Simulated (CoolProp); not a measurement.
R407C along the isotherm 484.3 K: Z from the reference equation and from simpler models built on Tc = 359.3 K, pc = 4632 kPa, ω = 0.363; each cubic takes its own stable root.

Computed with CoolProp (reference Helmholtz-energy equation of state, Lemmon 2003). It is a pseudo-pure fit of the blend.

```csv
p (kPa),phase,reference
3860,gas,0.9014
7720,supercritical,0.8114
11600,supercritical,0.7473
15400,supercritical,0.7245
19300,supercritical,0.7375
23200,supercritical,0.7735
27000,supercritical,0.8206
30900,supercritical,0.8753
34700,supercritical,0.9319
38600,supercritical,0.9918
42500,supercritical,1.053
46300,supercritical,1.112
```

Question: How far does each simpler model (Redlich-Kwong, Soave-Redlich-Kwong) lie from the reference over these 12 states: mean and median of the absolute difference, and the worst?

Answer: 
- Redlich-Kwong: mean 2.6 %, median 2.8 %, worst -4.9 % at 484.3 K and 11600 kPa
- Soave-Redlich-Kwong: mean 11.3 %, median 12.0 %, worst +15.2 % at 484.3 K and 19300 kPa
